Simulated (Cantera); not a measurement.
Input (Python, Cantera) and output of one run.

```python
import numpy as np
import cantera as ct

gas_names = [...]  # 109 gases of nasa_gas.yaml made of C, Cl, H, Si
cond_names = """
    C(gr) C6H6(L) C7H8(L) C8H18(L),n-octa Si(cr) Si(L) SiC(b)
""".split()


# ... load() reads the species with a 1 bar reference pressure and builds the phases ...
atoms = {
    'CH3SiCl3': {'C': 1, 'H': 3, 'Si': 1, 'CL': 3},
    'H2': {'H': 2},
    'C3H8': {'C': 3, 'H': 8},
}
top_T = {'C(gr)': 4500, 'SiC(b)': 3050}  # K; cautious upper limits of use, not melting points


# ... equilibrate(T, P, feed) seeds the gas with the atoms and calls Mixture.equilibrate('TP', solver="vcs", rtol=1e-11, max_steps=5000) ...
results = []
feed = {'CH3SiCl3': 1, 'H2': 2.5, 'C3H8': 0.5}  # mol
P = 4100  # Pa
for T in [1400, 1600, 1800, 2000, 2200, 2400, 2600]:
    mix = equilibrate(T, P, feed)
    results.append((T, P, feed, dict(zip(mix.species_names, mix.species_moles))))

top = {s: max(r[3][s] / sum(r[3][g] for g in gas_names) for r in results) for s in gas_names}
cols = sorted((s for s in top if top[s] > 1e-05), key=lambda s: -top[s])[:5]
seen = [c for c in cond_names if any(r[3].get(c, 0) > 1e-12 for r in results)]
print("log10 of partial pressures in bar; condensed amounts in mol")
print(f"{'T/K':>10s}" + "".join(f"{s[:9]:>10s}" for s in cols + seen))
for T, P, feed, n in results:
    ng = sum(n[g] for g in gas_names)
    print(f"{T:10.4g}" + "".join(f"{np.log10(max(n[s] / ng * P / 1e5, 1e-99)):10.3f}" for s in cols)
          + "".join(f"{n.get(c, 0):10.4g}" for c in seen))
```

Result:

```
log10 of partial pressures in bar; condensed amounts in mol
       T/K        H2       HCL         H        Si        CL     C(gr)    SiC(b)
      1400    -1.598    -1.812    -6.112   -11.404    -6.410     1.563    0.9369
      1600    -1.601    -1.810    -5.065    -8.989    -5.376     1.575    0.9245
      1800    -1.597    -1.826    -4.245    -7.116    -4.589     1.625    0.8731
      2000    -1.594    -1.851    -3.586    -5.622    -3.970     1.687    0.8059
      2200    -1.597    -1.887    -3.048    -4.403    -3.476      1.75    0.7243
      2400    -1.621    -1.948    -2.609    -3.389    -3.083     1.856    0.5387
      2600    -1.703    -2.032    -2.267    -2.727    -2.750     2.024         0
```

These are equilibrium values from Cantera (NASA tables, ideal gas, pure condensed phases), not measurements of a reactor. The feed counts by its element totals alone. The tables' values for SiCl, SiCl3 are old estimates; treat these amounts as uncertain. Gases not in the tables: Si2H6 and higher silanes.
